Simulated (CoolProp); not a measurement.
Saturation properties of hydrogen chloride (Tc = 324.7 K, pc = 8.314 MPa, ω = 0.130).

Model: reference Helmholtz-energy equation of state, Thol 2018, in CoolProp.

```tsv
T (K)	p (MPa)	liquid density (kg/m³)	vapour density (kg/m³)	enthalpy of vaporisation (kJ/kg)	liquid cp (kJ/(kg K))
174.6	0.04388	1218	1.121	457.7	1.657
180.1	0.06264	1205	1.558	452.2	1.657
185.6	0.08737	1191	2.121	446.5	1.658
191	0.1186	1178	2.817	440.7	1.661
196.5	0.1590	1164	3.697	434.6	1.666
202	0.2094	1150	4.776	428.3	1.672
207.5	0.2714	1136	6.085	421.7	1.679
213	0.3467	1121	7.655	414.9	1.689
218.5	0.4372	1106	9.522	407.7	1.701
224	0.5445	1091	11.72	400.2	1.715
229.4	0.6682	1075	14.25	392.4	1.731
234.9	0.8149	1059	17.25	384.2	1.750
240.4	0.9844	1042	20.72	375.5	1.773
```

It boils at 188.2 K under 1 atm.
